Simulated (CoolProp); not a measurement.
Aqueous potassium formate as a coolant, 33 % by mass, freezing at -24.8 °C, 1 atm.

The numbers come from the Melinder's fits for secondary coolants in CoolProp.

```json
[
 {"T (°C)": "-16.4", "density (kg/m³)": "?", "viscosity (mPa s)": "4.82", "conductivity (W/(m K))": "0.490", "cp (kJ/(kg K))": "2.993"},
 {"T (°C)": "-10.9", "density (kg/m³)": "1222", "viscosity (mPa s)": "3.95", "conductivity (W/(m K))": "0.497", "cp (kJ/(kg K))": "3.003"},
 {"T (°C)": "-5.4", "density (kg/m³)": "1220", "viscosity (mPa s)": "3.30", "conductivity (W/(m K))": "0.504", "cp (kJ/(kg K))": "3.013"},
 {"T (°C)": "0.1", "density (kg/m³)": "1219", "viscosity (mPa s)": "2.80", "conductivity (W/(m K))": "0.510", "cp (kJ/(kg K))": "3.023"},
 {"T (°C)": "5.5", "density (kg/m³)": "1217", "viscosity (mPa s)": "?", "conductivity (W/(m K))": "0.517", "cp (kJ/(kg K))": "3.032"},
 {"T (°C)": "11", "density (kg/m³)": "1214", "viscosity (mPa s)": "2.12", "conductivity (W/(m K))": "0.523", "cp (kJ/(kg K))": "3.042"},
 {"T (°C)": "16.5", "density (kg/m³)": "1212", "viscosity (mPa s)": "1.88", "conductivity (W/(m K))": "0.530", "cp (kJ/(kg K))": "3.052"},
 {"T (°C)": "21.9", "density (kg/m³)": "1210", "viscosity (mPa s)": "1.69", "conductivity (W/(m K))": "0.537", "cp (kJ/(kg K))": "3.061"},
 {"T (°C)": "27.4", "density (kg/m³)": "1208", "viscosity (mPa s)": "1.52", "conductivity (W/(m K))": "0.543", "cp (kJ/(kg K))": "3.071"},
 {"T (°C)": "32.9", "density (kg/m³)": "1206", "viscosity (mPa s)": "1.38", "conductivity (W/(m K))": "0.550", "cp (kJ/(kg K))": "?"}
]
```

**Question.** Fill in the missing entries.

**Answer.** 
- -16.4, density (kg/m³): 1224
- 5.5, viscosity (mPa s): 2.42
- 32.9, cp (kJ/(kg K)): 3.081
